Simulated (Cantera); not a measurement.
## CH₃SiCl₃ + CH₄ + H₂ (silicon carbide growth)

Feed: 1 mol CH₃SiCl₃, 0.016 mol CH₄, 2.1 mol H₂, held at 1898.15 K.

These are equilibrium values from Cantera (NASA tables, ideal gas, pure condensed phases), not measurements of a reactor. Candidate condensed phases: C, C₆H₆, C₇H₈, C₈H₁₈, Si, SiC; 109 gas species. The feed counts by its element totals alone. The tables' values for SiCl₃, SiCl are old estimates; treat these amounts as uncertain. The numbers say what is thermodynamically allowed, not how fast it happens.

From 0.00100 bar to 1.00 bar the condensed part is C(graphite) + SiC(s). The main Si-bearing gas is SiCl₂ throughout. The share of Si in condensed phases is highest at 0.00100 bar (74.5 %) and lowest at 1.00 bar (70.9 %).

| P (Pa) | x H₂ | x HCl | x SiCl₂ | x H | x Cl | n C(graphite) | n SiC(s) |
|---|---|---|---|---|---|---|---|
| 100 | 0.455 | 0.466 | 0.0476 | 0.0167 | 0.0129 | 0.269 | 0.745 |
| 220 | 0.459 | 0.471 | 0.0484 | 0.0113 | 0.00876 | 0.271 | 0.744 |
| 460 | 0.462 | 0.474 | 0.0487 | 0.00784 | 0.00608 | 0.272 | 0.742 |
| 1000 | 0.464 | 0.476 | 0.0489 | 0.00533 | 0.00413 | 0.274 | 0.741 |
| 2200 | 0.466 | 0.477 | 0.0489 | 0.00360 | 0.00278 | 0.276 | 0.739 |
| 4600 | 0.467 | 0.477 | 0.0486 | 0.00249 | 0.00192 | 0.278 | 0.736 |
| 10000 | 0.470 | 0.475 | 0.0481 | 0.00170 | 0.00130 | 0.281 | 0.733 |
| 22000 | 0.473 | 0.472 | 0.0471 | 0.00115 | 0.000864 | 0.287 | 0.727 |
| 46000 | 0.477 | 0.467 | 0.0457 | 0.000797 | 0.000589 | 0.293 | 0.720 |
| 100000 | 0.483 | 0.459 | 0.0435 | 0.000544 | 0.000390 | 0.304 | 0.709 |
x: gas mole fraction; n: condensed amount in mol.
